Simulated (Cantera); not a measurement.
A closed system holds: 1 mol CCl₄, 0.075 mol Si, 0.11 mol H₂, equilibrated at 2175 °C and 59.0 Pa.

Equilibrium computed with Cantera from the NASA thermochemical tables; the gas is ideal and each condensed phase is pure. Candidate condensed phases: C, C₆H₆, C₇H₈, C₈H₁₈, Si, SiC; 109 gas species. The tables' values for SiCl, SiCl₃ are old estimates; treat these amounts as uncertain. Kinetics and transport are ignored.

### Question
What is the equilibrium state?

### Answer
```json
{
  "x(Cl)": "0.928",
  "x(HCl)": "0.0348",
  "x(H)": "0.0179",
  "x(Si)": "0.00853",
  "x(SiCl₂)": "0.00617",
  "x(SiC₂)": "0.00190",
  "x(SiCl)": "0.00168",
  "x(H₂)": "0.000477",
  "x(C₃)": "0.000369",
  "n(C(graphite))": "0.979 mol",
  "gas_amount": "4.095 mol",
  "log10 activity of Si(l) (absent)": "-2.80"
}
```
